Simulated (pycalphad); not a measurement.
Source of the numbers: pycalphad with the COST 507 light-alloy database (1999); pressure 1 atm. These are 1990s assessments: newer ones move some temperatures and phases. The system is extrapolated from its subsystems; higher-order compounds may be missing. Amounts are mole fractions of atoms.

Problem. Give the equilibrium state of Al-7.36Mn-4.8Fe-3.92Si (at.%) at 1100 K.

Solution. LIQUID, fraction 0.713, with 5.0 Mn, 2.6 Fe, 3.9 Si at.%; AL13FE4, fraction 0.152, with 4.4 Mn, 19.5 Fe, <0.01 Si at.%; ALMNSI_BETA, fraction 0.135, with 23.1 Mn, no Fe, 8.4 Si at.%.

Problem. Give the equilibrium state of Al-7.36Mn-4.8Fe-3.92Si (at.%) at 500 K.

Solution. AL6MN, fraction 0.459, with 6.1 Mn, 8.2 Fe, no Si at.%; ALMNSI_ALPHA, fraction 0.262, with 17.4 Mn, no Fe, 11.0 Si at.%; FCC_A1, fraction 0.209, with <0.01 Mn, <0.01 Fe, 0.01 Si at.%; ALFESI_BETA, fraction 0.070, with no Mn, 15.0 Fe, 15.0 Si at.%.

Database names, with the compositions (at.%) that they take in these runs: AL13FE4: Al 76 Fe 19 Mn 4; ALMNSI_BETA: Al 68 Mn 23 Si 8; AL6MN: Al 86 Mn 6-8 Fe 6-8; ALMNSI_ALPHA: Al 71 Mn 17 Si 11; ALFESI_BETA: Al 70 Fe 15 Si 15. FCC_A1 is fcc. An entry "none" or "no" means that the model of the phase leaves that element out.
